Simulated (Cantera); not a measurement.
Cantera run:

```python
import numpy as np
import cantera as ct

gas_names = """
    H HNO HNO2 HNO3 HO2 H2 H2O H2O2 N NH NH2 NH3 NH2OH NO NO2 NO3 N2 N2H2 N2H4 N2O O OH O2 O3 Si SiH
    SiH2 SiH3 SiH4 SiN SiO SiO2 Si2 Si2N Si3
""".split()
cond_names = """
    H2O(s) H2O(L) Si(cr) Si(L) SiO2(Lqz) SiO2(hqz) SiO2(L) Si2N2O(s) Si3N4(a)
""".split()


# ... load() reads the species with a 1 bar reference pressure and builds the phases ...
atoms = {
    'Si': {'Si': 1},
    'H2O': {'H': 2, 'O': 1},
    'N2': {'N': 2},
}
top_T = {'Si2N2O(s)': 2100, 'Si3N4(a)': 2400}  # K; cautious upper limits of use, not melting points


# ... equilibrate(T, P, feed) seeds the gas with the atoms and calls Mixture.equilibrate('TP', solver="vcs", rtol=1e-11, max_steps=5000) ...
results = []
feed = {'Si': 1, 'H2O': 1.9, 'N2': 240}  # mol
T = 1423  # K
P = 9600  # Pa
mix = equilibrate(T, P, feed)
results.append((T, P, feed, dict(zip(mix.species_names, mix.species_moles))))
x = sorted(zip(gas.X, gas.species_names), reverse=True)
print(f"T = {T:g} K  P = {P:g} Pa  gas = {mix.phase_moles(0):.4g} mol")
print("   x: " + "  ".join(f"{s} {v:.3e}" for v, s in x if v > 0.0001))
print("   condensed (mol): " + ("  ".join(f"{mix.phase(i).name} {mix.phase_moles(i):.4g}"
      for i in range(1, mix.n_phases) if mix.phase_moles(i) > 1e-12) or "none"))
```

It prints:

```
T = 1423 K  P = 9600 Pa  gas = 241.9 mol
   x: N2 9.921e-01  H2 7.852e-03
   condensed (mol): SiO2(hqz) 0.9325  Si2N2O(s) 0.03306
```

Method: chemical equilibrium by Gibbs-energy minimisation in Cantera with the NASA 1993 tables (ideal gas, pure condensed phases). N2 is the only nitrogen source here; it is nearly inert below about 1500 K, so the nitride shown seldom forms there in practice. Mutual solubility and eutectic melting of coexisting phases are not modelled. The tables hold silica as quartz up to 1696 K and as liquid above; real silica turns to tridymite and cristobalite and melts near 1996 K.
